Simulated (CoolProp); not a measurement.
Vapour-liquid equilibrium of R22 (1) + C3F8 (R218) (2) at 204.2 K; x and y are mole fractions of (1).

The numbers come from the multi-fluid Helmholtz-energy mixture model, Kamei 1995 and Lemmon 2006; pair parameters Bell 2016 in CoolProp.

```
x     bubble pressure, mixture model (MPa)  bubble pressure, Raoult's law (MPa)  y, mixture model  y, Raoult's law
----  ------------------------------------  -----------------------------------  ----------------  ---------------
0.05                                   ___                              0.01813             0.208            0.060
0.2                                0.02850                              0.01872             0.469            0.234
0.35                                   ___                              0.01931             0.554            0.397
0.5                                    ___                              0.01991               ___            0.550
0.65                               0.03169                              0.02050             0.593            0.694
0.8                                0.03117                              0.02109             0.621            0.830
0.95                               0.02653                              0.02169             0.791            0.959
```

Some entries are withheld; supply them.


- 0.05, bubble pressure, mixture model (MPa): 0.02161
- 0.35, bubble pressure, mixture model (MPa): 0.03108
- 0.5, bubble pressure, mixture model (MPa): 0.03167
- 0.5, y, mixture model: 0.582

The largest gap from Raoult's law is +61.0 % in bubble pressure, at x = 0.35. y crosses x between x = 0.5 and 0.65: the model has an azeotrope there.

The pair parameters rest on a limited set of measurements; away from them the model extrapolates. With so large a gap from Raoult's law the liquid may split in two, which this calculation doesn't test in full.
